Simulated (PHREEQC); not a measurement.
A solution holds 0.73 mol NaBr, 1.3 mol SrCl2 and 0.15 mol MgCl2 per kg of water, at 25 °C. Closed to the air; pH follows from the charge balance.

Equilibrium calculation in PHREEQC: Pitzer model, pitzer.dat.

```json
[
 {"quantity": "MgOH+ (mol/kgw)", "before": "3.72e-7", "after": "5.71e-7"},
 {"quantity": "SI of Halite (NaCl)", "before": "-1.39", "after": "-1.29"},
 {"quantity": "SI of Bischofite (MgCl2:6H2O)", "before": "-5.15", "after": "-4.67"}
]
```

Question: Which change was made?
(A) MgCl2 from 0.15 to 0.3 mol/kgw
(B) SrCl2 from 1.3 to 1.43 mol/kgw
(C) SrCl2 replaced by NaCl at the same molality
(D) SrCl2 from 1.3 to 1.95 mol/kgw
(E) 0.043 mol/kgw K2SO4 added

Answer: A, MgCl2 from 0.15 to 0.3 mol/kgw

Precipitation was switched off in this run.
